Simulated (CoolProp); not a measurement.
Carbon dioxide along the isobar 107 bar: Z from the reference equation and from simpler models built on Tc = 304.1 K, pc = 73.77 bar, ω = 0.224; each cubic takes its own stable root.

Computed with CoolProp (reference Helmholtz-energy equation of state, Span 1996).

```csv
T (K),phase,reference
252.2,liquid,0.2099
263.4,liquid,0.2102
274.5,liquid,0.2124
285.7,liquid,0.2175
296.9,liquid,0.2277
308.1,supercritical,0.2497
319.3,supercritical,0.3198
330.5,supercritical,0.4763
341.7,supercritical,0.5806
352.9,supercritical,0.6500
364.1,supercritical,0.7014
```

How far does each simpler model (Redlich-Kwong, Soave-Redlich-Kwong, Peng-Robinson) lie from the reference over these 11 states: mean and median of the absolute difference, and the worst?


- Redlich-Kwong: mean 10.4 %, median 12.5 %, worst +17.7 % at 308.1 K and 107 bar
- Soave-Redlich-Kwong: mean 10.6 %, median 9.9 %, worst +19.1 % at 308.1 K and 107 bar
- Peng-Robinson: mean 3.1 %, median 1.5 %, worst +10.1 % at 319.3 K and 107 bar
